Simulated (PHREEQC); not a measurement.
A solution holds 0.019 mol H3AsO4 and 0.068 mol NH3 per kg of water, at 25 °C. Closed to the air; pH follows from the charge balance.

Equilibrium calculation in PHREEQC: ion-association model, wateq4f.dat.

```yaml
pH: 9.23
ionic_strength: 0.0575 mol/kgw
total_alkalinity: 49.0 meq/kg
```

```tsv
species	molality	activity	log γ
NH4+	0.0381	0.0310	-0.090
NH3	0.0299	0.0299	0.000
HAsO4-2	0.0187	0.00818	-0.359
AsO4-3	0.000199	3.10e-5	-0.808
H2AsO4-	8.61e-5	7.00e-5	-0.090
OH-	2.11e-5	1.69e-5	-0.096
```

This is a speciation only: nothing precipitates in the calculation.
